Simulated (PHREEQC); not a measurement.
## Metal-bearing waste water: an equilibrium model

Consider water at 25 °C with 96 mmol/kgw CuSO4, 0.036 mmol/kgw NiCl2, 0.053 mmol/kgw NaH2PO4 and 38 mmol/kgw Na2SO4. Closed to the air; pH follows from the charge balance.

All values are PHREEQC results (ion-association model, wateq4f.dat), not measurements.

Each row changes one thing in this solution. No solid was allowed to form.

```json
[
 {"case": "as made", "pH": "4.61", "ionic strength (mol/kgw)": "0.282", "Cl- (mol/kgw)": "6.95e-5", "HSO4- (mol/kgw)": "6.66e-5", "Cu2(OH)2+2 (mol/kgw)": "4.45e-5", "NiSO4 (mol/kgw)": "1.84e-5", "SI of Tenorite (CuO)": "-0.27", "SI of Chalcanthite (CuSO4:5H2O)": "-0.95"},
 {"case": "NiCl2 from 3.6e-05 to 0.00018 mol/kgw", "pH": "4.61", "ionic strength (mol/kgw)": "0.282", "Cl- (mol/kgw)": "0.000348", "HSO4- (mol/kgw)": "6.66e-5", "Cu2(OH)2+2 (mol/kgw)": "4.44e-5", "NiSO4 (mol/kgw)": "9.19e-5", "SI of Tenorite (CuO)": "-0.27", "SI of Chalcanthite (CuSO4:5H2O)": "-0.95"},
 {"case": "NaH2PO4 from 5.3e-05 to 1.06e-05 mol/kgw", "pH": "4.61", "ionic strength (mol/kgw)": "0.282", "Cl- (mol/kgw)": "6.95e-5", "HSO4- (mol/kgw)": "6.65e-5", "Cu2(OH)2+2 (mol/kgw)": "4.45e-5", "NiSO4 (mol/kgw)": "1.84e-5", "SI of Tenorite (CuO)": "-0.27", "SI of Chalcanthite (CuSO4:5H2O)": "-0.95"},
 {"case": "temperature from 25 to 20 °C", "pH": "4.67", "ionic strength (mol/kgw)": "0.284", "Cl- (mol/kgw)": "7.00e-5", "HSO4- (mol/kgw)": "5.34e-5", "Cu2(OH)2+2 (mol/kgw)": "3.52e-5", "NiSO4 (mol/kgw)": "1.82e-5", "SI of Tenorite (CuO)": "-0.35", "SI of Chalcanthite (CuSO4:5H2O)": "-0.92"},
 {"case": "temperature from 25 to 75 °C", "pH": "4.16", "ionic strength (mol/kgw)": "0.276", "Cl- (mol/kgw)": "5.75e-5", "HSO4- (mol/kgw)": "0.000594", "Cu2(OH)2+2 (mol/kgw)": "0.000341", "NiSO4 (mol/kgw)": "1.93e-5", "SI of Tenorite (CuO)": "+0.37", "SI of Chalcanthite (CuSO4:5H2O)": "-1.22"}
]
```

Some of these states are supersaturated (in Antlerite, Brochantite, Tenorite (slow to form), for instance). H3PO4, which wateq4f.dat lacks, is added to it with the constant of phreeqc.dat. Away from 25 °C the constants follow the database's enthalpies or fits; those with neither stay at their 25 °C values. The database has no phosphate complexes of Cu, Ni.
